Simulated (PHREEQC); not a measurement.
## Brackish or sea water (model solution)

A made-up water analysis in mg/kgw, 25 °C, pH 6.03, pe 9: Na 3290; K 3510; Ca 378; Mg 489; Cl 8990; S(6) as SO4 1790; Alkalinity as HCO3 100; Br 6.52.

Valence states are taken as typed.

The numbers come from PHREEQC with the ion-association model, wateq4f.dat.

Precipitation was switched off in this run.

**Question.** Predict the ionic strength, charge-balance error.

**Answer.** ionic strength 0.316 mol/kgw; charge-balance error -0.1 %.

**Question.** In which forms is Na present?

**Answer.** Na+ 99 %, NaSO4- 1.3 % of the Na.
